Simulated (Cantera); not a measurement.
Charge: 1 mol C2H4, 0.97 mol NH3, at 1375 K and 0.0133 bar.

Cantera equilibrium calculation (NASA polynomials, part measured and part estimated; ideal gas, pure solids and liquids). Candidate condensed phases: C, C6H6, C7H8, C8H18; 92 gas species. Kinetics and transport are ignored.

### Question
What is the equilibrium state?

### Answer
- x(H2) = 0.877
- x(N2) = 0.123
- x(HCN) = 0.000133
- x(CH4) = 5.10e-5
- x(H) = 2.78e-5
- x(C2H2 (acetylene)) = 1.56e-6
- x(HNC) = 1.44e-6
- n(C(graphite)) = 2.00 mol
- gas amount = 3.940 mol
